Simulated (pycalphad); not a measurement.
All values are pycalphad results on the COST 507 light-alloy database (1999) (1 atm), not direct measurements. No gas phase is included, though pure Ti would boil below 3577 °C. The database dates from 1999; later assessments differ in places, in temperatures and in the compounds included. Kinetics are ignored, which matters at the lower temperatures.

Ti-27.8Hf-1.6B (at.%): equilibrium cooling sequence

| T (°C) | phases above | phases below |
|---|---|---|
| 1655.4 | liquid | bcc + liquid |
| 1564.3 | bcc + liquid | bcc + BM + liquid |
| 1563.8 | bcc + BM + liquid | bcc + BM |
| 802.6 | bcc + BM | bcc + BM + hcp |
| 797.6 | bcc + BM + hcp | BM + hcp |

Changes were sought between steps of 100 K, so a narrower field can be missed.

Database names, with the compositions (at.%) that they take in these runs: BM: Ti 45-50 B 50 Hf 0-5.
